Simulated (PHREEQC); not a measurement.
H2SO4 is added in steps, without added water, to 1 kg of water holding 0.0015 mol/kgw CdSO4 and 0.00033 mol/kgw KCl, at 20 °C. Oxygen is held at 0.21 atm. The system is closed to CO2. Only these solids could form: Cd(OH)2, CdOHCl.

Base run: PHREEQC, ion-association model, wateq4f.dat. Each further column changes one thing. The table gives HSO4- (mol/kgw).

```
H2SO4 added (mol)      base  Debye-Hückel limiting law  Davies equation for every ion  metal-ligand complexes left out
-----------------  --------  -------------------------  -----------------------------  -------------------------------
0                   2.19e-8                    2.12e-8                        2.17e-8                          2.58e-8
4.725e-05           7.29e-6                    7.06e-6                        7.22e-6                          8.38e-6
9.45e-05            1.49e-5                    1.44e-5                        1.48e-5                          1.71e-5
0.0001418           2.29e-5                    2.21e-5                        2.26e-5                          2.62e-5
0.000189            3.11e-5                    3.01e-5                        3.08e-5                          3.55e-5
0.0002362           3.97e-5                    3.83e-5                        3.92e-5                          4.52e-5
0.0002835           4.85e-5                    4.69e-5                        4.80e-5                          5.52e-5
0.0003465           6.08e-5                    5.87e-5                        6.01e-5                          6.90e-5
0.0003938           7.03e-5                    6.78e-5                        6.95e-5                          7.97e-5
0.000441            8.02e-5                    7.73e-5                        7.92e-5                          9.07e-5
0.0004883           9.03e-5                    8.70e-5                        8.92e-5                         0.000102
0.0005355          0.000101                    9.69e-5                        9.95e-5                         0.000113
0.0005828          0.000111                   0.000107                       0.000110                         0.000125
0.00063            0.000122                   0.000118                       0.000121                         0.000137
```
